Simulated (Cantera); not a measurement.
A perfectly stirred reactor is fed with CO : O2 : H2O : N2 = 0.0054 : 0.018 : 0.00019 : 1 (molar parts), at 1.00 atm; it is held at 1300 K, and followed from long to short residence time.

Detailed kinetics in Cantera: GRI-Mech 3.0 (53 species, 325 reactions).

x: mole fraction; the columns are a selection and need not sum to one.

```
τ (s)   x CO    x O2     x H2O     x NO     x OH    x H2O2
------  ----  ------  --------  -------  -------  --------
5.5        ?  0.0150  0.000184  5.12e-6  4.01e-6  4.02e-10
2.8        ?  0.0150  0.000183  4.62e-6  4.90e-6  6.09e-10
1.4        ?  0.0151  0.000183  3.93e-6  6.02e-6  9.22e-10
0.74       ?  0.0151  0.000182  3.24e-6  7.27e-6   1.33e-9
0.38       ?  0.0152  0.000180  2.53e-6  8.82e-6   1.91e-9
0.19       ?  0.0153  0.000179  1.88e-6  1.07e-5   2.67e-9
0.099      ?  0.0155  0.000176  1.36e-6  1.26e-5   3.50e-9
0.051      ?  0.0157  0.000174  9.29e-7  1.46e-5   4.37e-9
0.026      ?  0.0160  0.000171  5.85e-7  1.64e-5   5.09e-9
0.013      ?  0.0164  0.000169  3.13e-7  1.74e-5   5.45e-9
0.0068     ?  0.0168  0.000169  1.36e-7  1.68e-5   5.18e-9
```

What belongs in the gaps?


- 5.5, x CO: 8.35e-5
- 2.8, x CO: 0.000132
- 1.4, x CO: 0.000211
- 0.74, x CO: 0.000321
- 0.38, x CO: 0.000494
- 0.19, x CO: 0.000763
- 0.099, x CO: 0.00113
- 0.051, x CO: 0.00164
- 0.026, x CO: 0.00231
- 0.013, x CO: 0.00312
- 0.0068, x CO: 0.00389
